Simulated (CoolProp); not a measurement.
Model: reference Helmholtz-energy equation of state, Schroeder 2014, in CoolProp.

### Question
Give the vapour pressure (MPa), vapour density (kg/m³), liquid viscosity (µPa s) of saturated ethanol at 278, 283.5, 294.4 K.

### Answer
| T (K) | p (MPa) | vapour density (kg/m³) | liquid viscosity (µPa s) |
|---|---|---|---|
| 278 | 0.00224 | 0.0447 | 1630 |
| 283.5 | 0.00322 | 0.0631 | 1450 |
| 294.4 | 0.00633 | 0.120 | 1160 |

Viscosity comes from a separate model (Kiselev 2005).
